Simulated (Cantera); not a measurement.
Cantera with NASA thermochemical tables; ideal gases at 1 bar, condensed phases pure. Values are per mole of reaction as written; species without (g) are pure solids or liquids, kept so even where they would boil at 1 bar.

Cl(g) + Cs(g) → CsCl, with ΔH° = -640.6 kJ and ΔS° = -239.5 J/K at 300 K.

Question: How far is the shortcut ΔG° ≈ ΔH°(300 K) − T·ΔS°(300 K) from the full temperature-dependent value at 673, 873, 1073, 1273, 1473, 1673 K?

Answer: 
```json
[
 {"T (K)": "673", "shortcut (kJ)": "-479.4", "full (kJ)": "-481.4", "difference (kJ)": "2.0", "difference in log10 K": "-0.16", "condensed phases": "CsCl(s)"},
 {"T (K)": "873", "shortcut (kJ)": "-431.5", "full (kJ)": "-436.7", "difference (kJ)": "5.2", "difference in log10 K": "-0.31", "condensed phases": "CsCl(s)"},
 {"T (K)": "1073", "shortcut (kJ)": "-383.6", "full (kJ)": "-396.2", "difference (kJ)": "12.6", "difference in log10 K": "-0.61", "condensed phases": "CsCl(l)"},
 {"T (K)": "1273", "shortcut (kJ)": "-335.7", "full (kJ)": "-357.7", "difference (kJ)": "22.1", "difference in log10 K": "-0.91", "condensed phases": "CsCl(l)"},
 {"T (K)": "1473", "shortcut (kJ)": "-287.8", "full (kJ)": "-320.4", "difference (kJ)": "32.6", "difference in log10 K": "-1.16", "condensed phases": "CsCl(l)"},
 {"T (K)": "1673", "shortcut (kJ)": "-239.9", "full (kJ)": "-284.0", "difference (kJ)": "44.1", "difference in log10 K": "-1.38", "condensed phases": "CsCl(l)"}
]
```
The shortcut ignores heat capacities and the phase changes listed.
